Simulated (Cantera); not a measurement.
What does this Cantera script print?

```python
import numpy as np
import cantera as ct

gas_names = """
    CL CL2 N N2 Si SiCL SiCL2 SiCL3 SiCL4 SiN Si2 Si2N Si3
""".split()
cond_names = """
    Si(cr) Si(L) Si3N4(a)
""".split()


# ... load() reads the species with a 1 bar reference pressure and builds the phases ...
atoms = {
    'Si2Cl6': {'Si': 2, 'CL': 6},
    'N2': {'N': 2},
}
top_T = {'Si3N4(a)': 2400}  # K; cautious upper limits of use, not melting points


# ... equilibrate(T, P, feed) seeds the gas with the atoms and calls Mixture.equilibrate('TP', solver="vcs", rtol=1e-11, max_steps=5000) ...
results = []
feed = {'Si2Cl6': 1, 'N2': 4.9}  # mol
T = 900  # K
P = 13332.2  # Pa
mix = equilibrate(T, P, feed)
results.append((T, P, feed, dict(zip(mix.species_names, mix.species_moles))))
x = sorted(zip(gas.X, gas.species_names), reverse=True)
print(f"T = {T:g} K  P = {P:g} Pa  gas = {mix.phase_moles(0):.4g} mol")
print("   x: " + "  ".join(f"{s} {v:.3e}" for v, s in x if v > 0.0001))
print("   condensed (mol): " + ("  ".join(f"{mix.phase(i).name} {mix.phase_moles(i):.4g}"
      for i in range(1, mix.n_phases) if mix.phase_moles(i) > 1e-12) or "none"))
```

Result:

```
T = 900 K  P = 13332.2 Pa  gas = 6.067 mol
   x: N2 7.527e-01  SiCL4 2.472e-01
   condensed (mol): Si3N4(a) 0.1667
```

Equilibrium computed with Cantera from the NASA thermochemical tables; the gas is ideal and each condensed phase is pure. The feed counts by its element totals alone. N2 is the only nitrogen source here; it is nearly inert below about 1500 K, so the nitride shown seldom forms there in practice.
